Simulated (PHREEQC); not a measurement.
Consider water at 25 °C with 0.12 mol CdI2 per kg of water. Closed to the air; pH follows from the charge balance.

Model: ion-association model, wateq4f.dat, run in PHREEQC.

Each row changes one thing in this solution. Precipitation was switched off in this run.

```json
[
 {"case": "as made", "pH": "6.16", "ionic strength (mol/kgw)": "0.0847", "I- (mol/kgw)": "0.0726", "CdI2 (mol/kgw)": "0.0594", "CdI+ (mol/kgw)": "0.0485", "Cd+2 (mol/kgw)": "0.0121"},
 {"case": "diluted 5-fold with water", "pH": "6.25", "ionic strength (mol/kgw)": "0.0313", "I- (mol/kgw)": "0.0248", "CdI2 (mol/kgw)": "0.00573", "CdI+ (mol/kgw)": "0.0118", "Cd+2 (mol/kgw)": "0.00651"},
 {"case": "temperature from 25 to 45 °C", "pH": "5.83", "ionic strength (mol/kgw)": "0.0852", "I- (mol/kgw)": "0.0708", "CdI2 (mol/kgw)": "0.0635", "CdI+ (mol/kgw)": "___", "Cd+2 (mol/kgw)": "0.0144"},
 {"case": "temperature from 25 to 35 °C", "pH": "___", "ionic strength (mol/kgw)": "___", "I- (mol/kgw)": "0.0716", "CdI2 (mol/kgw)": "0.0616", "CdI+ (mol/kgw)": "___", "Cd+2 (mol/kgw)": "0.0132"},
 {"case": "CdI2 from 0.12 to 0.024 mol/kgw", "pH": "6.25", "ionic strength (mol/kgw)": "0.0313", "I- (mol/kgw)": "0.0248", "CdI2 (mol/kgw)": "0.00573", "CdI+ (mol/kgw)": "0.0118", "Cd+2 (mol/kgw)": "0.00651"},
 {"case": "diluted 100-fold with water", "pH": "6.57", "ionic strength (mol/kgw)": "0.00311", "I- (mol/kgw)": "0.00215", "CdI2 (mol/kgw)": "1.19e-5", "CdI+ (mol/kgw)": "0.000228", "Cd+2 (mol/kgw)": "0.000960"},
 {"case": "temperature from 25 to 10 °C", "pH": "6.44", "ionic strength (mol/kgw)": "0.0851", "I- (mol/kgw)": "0.0747", "CdI2 (mol/kgw)": "0.0557", "CdI+ (mol/kgw)": "0.0540", "Cd+2 (mol/kgw)": "0.0104"},
 {"case": "temperature from 25 to 55 °C", "pH": "5.68", "ionic strength (mol/kgw)": "___", "I- (mol/kgw)": "0.0703", "CdI2 (mol/kgw)": "0.0652", "CdI+ (mol/kgw)": "0.0393", "Cd+2 (mol/kgw)": "0.0155"}
]
```

Task: Some entries are withheld; supply them.

Result: 
- temperature from 25 to 45 °C, CdI+ (mol/kgw): 0.0421
- temperature from 25 to 35 °C, pH: 5.99
- temperature from 25 to 35 °C, ionic strength (mol/kgw): 0.0848
- temperature from 25 to 35 °C, CdI+ (mol/kgw): 0.0452
- temperature from 25 to 55 °C, ionic strength (mol/kgw): 0.0858

Constants without temperature data keep their 25 °C values here.
